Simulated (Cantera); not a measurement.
Cantera run:

```python
import numpy as np
import cantera as ct

gas_names = [...]  # 62 gases of nasa_gas.yaml made of F, H, N, O, S
cond_names = """
    H2O(s) H2O(L) H2SO4(L) S(cr1) S(cr2) S(L)
""".split()


# ... load() reads the species with a 1 bar reference pressure and builds the phases ...
atoms = {
    'HF': {'H': 1, 'F': 1},
    'SO2': {'S': 1, 'O': 2},
    'N2': {'N': 2},
}
top_T = {}  # K; cautious upper limits of use, not melting points


# ... equilibrate(T, P, feed) seeds the gas with the atoms and calls Mixture.equilibrate('TP', solver="vcs", rtol=1e-11, max_steps=5000) ...
results = []
feed = {'HF': 1, 'SO2': 0.24, 'N2': 3.4}  # mol
P = 300000  # Pa
for T in [2173, 2323, 2473, 2623, 2773, 2923, 3073, 3223, 3373]:
    mix = equilibrate(T, P, feed)
    results.append((T, P, feed, dict(zip(mix.species_names, mix.species_moles))))

top = {s: max(r[3][s] / sum(r[3][g] for g in gas_names) for r in results) for s in gas_names}
cols = sorted((s for s in top if top[s] > 0.0001), key=lambda s: -top[s])[:7]
seen = [c for c in cond_names if any(r[3].get(c, 0) > 1e-12 for r in results)]
print("log10 of partial pressures in bar; condensed amounts in mol")
print(f"{'T/K':>10s}" + "".join(f"{s[:9]:>10s}" for s in cols + seen))
for T, P, feed, n in results:
    ng = sum(n[g] for g in gas_names)
    print(f"{T:10.4g}" + "".join(f"{np.log10(max(n[s] / ng * P / 1e5, 1e-99)):10.3f}" for s in cols)
          + "".join(f"{n.get(c, 0):10.4g}" for c in seen))
```

It prints:

```
log10 of partial pressures in bar; condensed amounts in mol
       T/K        N2        HF       SO2        SO         F         O        NO
      2173     0.342    -0.190    -0.819    -2.481    -3.129    -4.183    -2.903
      2323     0.341    -0.191    -0.829    -2.178    -2.819    -3.631    -2.607
      2473     0.341    -0.192    -0.847    -1.917    -2.542    -3.150    -2.351
      2623     0.339    -0.195    -0.876    -1.694    -2.290    -2.728    -2.129
      2773     0.337    -0.199    -0.920    -1.507    -2.060    -2.359    -1.939
      2923     0.335    -0.205    -0.984    -1.354    -1.848    -2.037    -1.778
      3073     0.331    -0.214    -1.075    -1.238    -1.653    -1.757    -1.645
      3223     0.326    -0.227    -1.199    -1.159    -1.473    -1.517    -1.539
      3373     0.320    -0.244    -1.361    -1.120    -1.307    -1.316    -1.460
```

Cantera equilibrium calculation (NASA polynomials, part measured and part estimated; ideal gas, pure solids and liquids).
